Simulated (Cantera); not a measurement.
Standard-state values (1 bar) from the NASA 1993 polynomials, evaluated with Cantera. Values are per mole of reaction as written; species without (g) are pure solids or liquids, kept so even where they would boil at 1 bar.

Problem. Between 598 and 1798 K, where is each reaction favourable under standard conditions?
- H2O2(g) + SrCl2 ⇌ Sr(OH)2 + Cl2(g)

Solution. 
- H2O2(g) + SrCl2 ⇌ Sr(OH)2 + Cl2(g): ΔG° is 14 kJ at 598 K and 16 kJ at 1798 K; it stays positive (K < 1). ΔH° is 23 kJ and ΔS° 4 J/K at 1798 K.
